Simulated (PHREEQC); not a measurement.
HF is added in steps, without added water, to 1 kg of water holding 0.003 mol/kgw AgNO3, 0.13 mol/kgw KBr and 0.031 mol/kgw Na2SO4, at 25 °C. Oxygen is held at 0.21 atm. No CO2 enters from the air. The run lets Bromyrite, Ag2O, Ag2SO4, Mirabilite precipitate or redissolve, and no other solid.

Base run: PHREEQC, ion-association model, wateq4f.dat. Each further column changes one thing. The table gives pH.

```csv
HF added (mol),base,Na2SO4 from 0.031 to 0.062 mol/kgw,KBr left out,AgNO3 from 0.003 to 0.0003 mol/kgw,no solid may form
0,7.09,7.15,7.11,7.09,7.09
0.00045,3.75,3.86,3.81,3.75,3.75
0.0009,3.50,3.60,3.56,3.50,3.50
0.001575,3.31,3.40,3.37,3.31,3.31
0.002025,3.23,3.31,3.29,3.23,3.23
0.002475,3.16,3.25,3.22,3.16,3.16
0.002925,3.11,3.19,3.17,3.11,3.11
0.0036,3.05,3.13,3.11,3.05,3.05
0.00405,3.02,3.09,3.07,3.02,3.01
0.0045,2.98,3.06,3.04,2.98,2.98
```

 In at least one series the solution becomes supersaturated in solids that the run did not let form, among them Bromyrite. Solids allowed in the column 'KBr left out': Ag2O, Ag2SO4, Mirabilite.
